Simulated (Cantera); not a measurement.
A closed system holds: 1 mol MgO, 0.37 mol N2, at 1.33 mbar.

Cantera equilibrium calculation (NASA polynomials, part measured and part estimated; ideal gas, pure solids and liquids). Candidate condensed phases: Mg, MgO; 13 gas species. The numbers say what is thermodynamically allowed, not how fast it happens. All values below are at 2973 K.

Base state: Mg 0.430, O 0.386, N2 0.157, O2 0.0187, NO 0.00615, MgO 0.00249, N 0.000127 (mole fractions); condensed: gas only.

### Question
What changes in the equilibrium state with this change: N2 from 0.37 to 4.8 mol?

### Answer
| species | before | after |
|---|---|---|
| N2 | 0.157 | 0.707 |
| Mg | 0.430 | 0.147 |
| O | 0.386 | 0.138 |
| O2 | 0.0187 | 0.00239 |
| MgO | 0.00249 | 0.000306 |
| N | 0.000127 | 0.000269 |
| NO | 0.00615 | 0.00467 |
